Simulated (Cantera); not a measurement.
Adiabatic ignition

An adiabatic, constant-pressure homogeneous reactor starts with H2 : O2 : N2 = 1 : 1.43 : 5.37 (molar parts), equivalence ratio 0.35, at 1500 K and 5.00 bar.

Cantera simulation using the H2/O2 subset of GRI-Mech 3.0, which has no nitrogen chemistry; the numbers are that mechanism's predictions, not measurements. The hydrogen kinetics of GRI-Mech 3.0 are dated; newer H2 mechanisms differ, most at raised pressure.

```csv
t (s),T (K),x H2,x O2,x HO2,x O,x H,x OH,x H2O2
3.00e-6,1600,0.0719,0.154,0.000208,0.00940,0.0201,0.00820,5.57e-6
1.03e-5,2268,0.00272,0.122,2.30e-5,0.00621,0.00181,0.0131,6.73e-7
3.54e-5,2356,0.000582,0.125,1.15e-5,0.00131,0.000168,0.00669,5.23e-7
0.000122,2361,0.000492,0.125,1.14e-5,0.00112,0.000132,0.00620,5.41e-7
0.000418,2361,0.000492,0.125,1.14e-5,0.00112,0.000132,0.00620,5.41e-7
0.00144,2361,0.000492,0.125,1.14e-5,0.00112,0.000132,0.00620,5.41e-7
0.00493,2361,0.000492,0.125,1.14e-5,0.00112,0.000132,0.00620,5.41e-7
0.0169,2361,0.000492,0.125,1.14e-5,0.00112,0.000132,0.00620,5.41e-7
0.0582,2361,0.000492,0.125,1.14e-5,0.00112,0.000132,0.00620,5.41e-7
0.200,2361,0.000492,0.125,1.14e-5,0.00112,0.000132,0.00620,5.41e-7
```
x: mole fraction; the columns are a selection and need not sum to one.

The time of steepest temperature rise is 3.22 µs and the temperature at 0.200 s is 2361 K. The equilibrium temperature comes out as 2361 K and the x(H2) at 0.200 s is 0.000492 (gas-phase equilibrium 0.000492). The x(O2) at 0.200 s is 0.125 (gas-phase equilibrium 0.125). The x(HO2) at 0.200 s comes out as 1.14e-5 (gas-phase equilibrium 1.14e-5).
